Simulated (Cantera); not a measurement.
An isothermal, constant-pressure homogeneous reactor starts with NO : N2 : H2O = 1 : 8.2 : 0.0098 (molar parts), at 2200 K and 1.00 bar.

Computed with Cantera and GRI-Mech 3.0 (53 species, 325 reactions).

x: mole fraction; the columns are a selection and need not sum to one.

| t (s) | x NO | x O | x N2O | x NO2 | x N2 | x O2 |
|---|---|---|---|---|---|---|
| 9.00e-5 | 0.109 | 4.29e-6 | 3.29e-6 | 4.53e-7 | 0.890 | 9.62e-8 |
| 0.000314 | 0.109 | 1.39e-5 | 5.86e-6 | 2.06e-6 | 0.890 | 2.68e-6 |
| 0.00110 | 0.108 | ___ | 5.76e-6 | ___ | 0.890 | ___ |
| 0.00384 | 0.108 | 6.78e-5 | 5.45e-6 | 6.80e-6 | 0.891 | 0.000378 |
| 0.0134 | 0.105 | 0.000119 | 5.41e-6 | 1.22e-5 | 0.892 | 0.00149 |
| 0.0469 | 0.0967 | 0.000220 | 4.70e-6 | 2.11e-5 | 0.896 | 0.00576 |
| 0.164 | ___ | ___ | ___ | ___ | 0.911 | ___ |
| 0.572 | 0.0168 | 0.000582 | 5.08e-7 | 9.95e-6 | 0.936 | 0.0455 |
| 2.00 | 0.00682 | 0.000611 | 4.13e-7 | 4.25e-6 | 0.941 | 0.0505 |

### Question
What belongs in the gaps?

### Answer

- 0.00110, x O: 3.74e-5
- 0.00110, x NO2: 4.40e-6
- 0.00110, x O2: 7.35e-5
- 0.164, x NO: 0.0662
- 0.164, x O: 0.000401
- 0.164, x N2O: 2.38e-6
- 0.164, x NO2: 2.68e-5
- 0.164, x O2: 0.0209
